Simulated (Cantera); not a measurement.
Standard-state values (1 bar) from the NASA 1993 polynomials, evaluated with Cantera. Values are per mole of reaction as written; species without (g) are pure solids or liquids, kept so even where they would boil at 1 bar.

N(g) + 3 F(g) → NF3(g)

```tsv
T (K)	ΔH° (kJ)	ΔS° (J/K)	ΔG° (kJ)	log10 K
2225	?	?	?	?
2375	?	?	?	?
2525	-851.2	-389.8	133.1	-2.75
2675	?	?	?	?
2825	-849.8	-389.3	250.0	-4.62
2975	?	?	?	?
```

Complete the blanks.


- 2225, ΔH° (kJ): -852.4
- 2225, ΔS° (J/K): -390.3
- 2225, ΔG° (kJ): 16.1
- 2225, log10 K: -0.38
- 2375, ΔH° (kJ): -851.8
- 2375, ΔS° (J/K): -390.1
- 2375, ΔG° (kJ): 74.6
- 2375, log10 K: -1.64
- 2675, ΔH° (kJ): -850.5
- 2675, ΔS° (J/K): -389.6
- 2675, ΔG° (kJ): 191.6
- 2675, log10 K: -3.74
- 2975, ΔH° (kJ): -849.0
- 2975, ΔS° (J/K): -389.1
- 2975, ΔG° (kJ): 308.4
- 2975, log10 K: -5.41
